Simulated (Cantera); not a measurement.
Transport properties of process gases

Gas mixture: N2O = 0.51 (molar parts), at 0.645 Torr, frozen composition.

Cantera's kinetic-theory transport with the Lennard-Jones parameters of GRI-Mech 3.0, ideal gas; thermal conductivity in the mixture-averaged form. The composition is frozen, though it would react at the higher temperatures.

| T (K) | ρ (kg/m³) | cp (J/kg/K) | μ (µPa s) | λ (mW/m/K) | Pr | D (cm²/s) H2 | D (cm²/s) O | D (cm²/s) N2 |
|---|---|---|---|---|---|---|---|---|
| 400 | 0.00114 | 970.3 | 19.5 | 25.5 | 0.741 | 1270 | 495 | 311 |
| 500 | 0.000910 | 1043 | 23.6 | 33.2 | 0.740 | 1860 | 732 | 461 |
| 600 | 0.000759 | 1101 | 27.3 | 40.7 | 0.739 | 2530 | 1000 | 633 |
| 700 | 0.000650 | 1150 | 30.8 | 47.9 | 0.739 | 3290 | 1310 | 826 |
| 800 | 0.000569 | 1192 | 34.0 | 54.9 | 0.739 | 4110 | 1640 | 1040 |
| 900 | 0.000506 | 1227 | 37.1 | 61.5 | 0.740 | 5000 | 2000 | 1270 |
| 1000 | 0.000455 | 1255 | 40.0 | 68.0 | 0.739 | 5960 | 2390 | 1510 |
| 1100 | 0.000414 | 1275 | 42.8 | 74.1 | 0.736 | 6990 | 2800 | 1780 |
D: mixture-averaged diffusion coefficient of that species in the mixture.
